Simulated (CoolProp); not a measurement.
The numbers come from the reference Helmholtz-energy equation of state, Lemmon 2006 in CoolProp. It is a short technical equation, of lower accuracy than the large ones.

Question: For C3F8 (R218), give the phase and the speed of sound (m/s), expansivity (1/kK), conductivity (mW/(m K)), Prandtl number at 208.3 K and 5.71 MPa; 208.3 K and 10 MPa; 208.3 K and 17.1 MPa.

Answer: 
- 208.3 K and 5.71 MPa: liquid; speed of sound 696, expansivity 1.96, conductivity 71.5, Prandtl number 10.1
- 208.3 K and 10 MPa: liquid; speed of sound 719, expansivity 1.87, conductivity 73.0, Prandtl number 10.6
- 208.3 K and 17.1 MPa: liquid; speed of sound 754, expansivity 1.75, conductivity 75.4, Prandtl number 11.4

Viscosity comes from a separate model (Huber 2003), an estimate that may be off by 10 % or more. Thermal conductivity comes from a separate model (Huber 2003), an estimate that may be off by 10 % or more.
